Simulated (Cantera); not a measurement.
An isothermal, constant-pressure homogeneous reactor starts with 17.2 % CH4, 82.8 % CO2, at 1498 K and 28.6 atm.

Model: GRI-Mech 3.0 (53 species, 325 reactions), integrated in Cantera. The pressure lies above the range GRI-Mech 3.0 was tuned for (to about 10 atm).

One state of this run: x CH4 = 0.0269; x CO2 = 0.500; x C2H4 = 0.00809; x H2O = 0.160; x C2H2 = 0.0306. x: mole fraction; the columns are a selection and need not sum to one.

Q: Which value of t (s) does it belong to?
A. 0.0113
B. 10.6
C. 28.3
D. 0.565

A: D, 0.565
